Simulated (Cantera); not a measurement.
An adiabatic, constant-pressure homogeneous reactor starts with CO : H₂ : CH₄ : O₂ : N₂ = 1 : 1.2 : 0.07 : 1.38 : 5.18 (molar parts), at 1448 K and 578 Torr. Integrator tolerance rtol = 1e-08.

Cantera simulation using GRI-Mech 3.0 (53 species, 325 reactions); the numbers are that mechanism's predictions, not measurements.

Problem. What does this change do: pressure from 578 Torr to 1050 Torr?

Solution. 
```tsv
quantity	before	after
time of steepest temperature rise	25.5 µs	14.4 µs
temperature at 5.00 s	2721 K	2766 K
equilibrium temperature	2721 K	2766 K
x(CO) at 5.00 s	0.0520 (gas-phase equilibrium 0.0520)	0.0496 (gas-phase equilibrium 0.0496)
x(H₂) at 5.00 s	0.0132 (gas-phase equilibrium 0.0132)	0.0122 (gas-phase equilibrium 0.0122)
x(CH₄) at 5.00 s	<1e-12 (gas-phase equilibrium <1e-12)	<1e-12 (gas-phase equilibrium <1e-12)
x(HCN) at 5.00 s	7.27e-10 (gas-phase equilibrium 7.27e-10)	1.10e-9 (gas-phase equilibrium 1.10e-9)
x(C₂H) at 5.00 s	<1e-12 (gas-phase equilibrium <1e-12)	<1e-12 (gas-phase equilibrium <1e-12)
x(CH₂) at 5.00 s	<1e-12 (gas-phase equilibrium <1e-12)	<1e-12 (gas-phase equilibrium <1e-12)
x(NO₂) at 5.00 s	3.18e-6 (gas-phase equilibrium 3.18e-6)	4.23e-6 (gas-phase equilibrium 4.23e-6)
```

Problem. What does this change do: CO 1 to 0.34 parts?

Solution. 
| quantity | before | after |
|---|---|---|
| time of steepest temperature rise | 25.5 µs | 24.1 µs |
| temperature at 5.00 s | 2721 K | 2622 K |
| equilibrium temperature | 2721 K | 2622 K |
| x(CO) at 5.00 s | 0.0520 (gas-phase equilibrium 0.0520) | 0.0133 (gas-phase equilibrium 0.0133) |
| x(H₂) at 5.00 s | 0.0132 (gas-phase equilibrium 0.0132) | 0.00781 (gas-phase equilibrium 0.00781) |
| x(CH₄) at 5.00 s | <1e-12 (gas-phase equilibrium <1e-12) | <1e-12 (gas-phase equilibrium <1e-12) |
| x(HCN) at 5.00 s | 7.27e-10 (gas-phase equilibrium 7.27e-10) | 7.66e-11 (gas-phase equilibrium 7.66e-11) |
| x(C₂H) at 5.00 s | <1e-12 (gas-phase equilibrium <1e-12) | <1e-12 (gas-phase equilibrium <1e-12) |
| x(CH₂) at 5.00 s | <1e-12 (gas-phase equilibrium <1e-12) | <1e-12 (gas-phase equilibrium <1e-12) |
| x(NO₂) at 5.00 s | 3.18e-6 (gas-phase equilibrium 3.18e-6) | 5.01e-6 (gas-phase equilibrium 5.01e-6) |
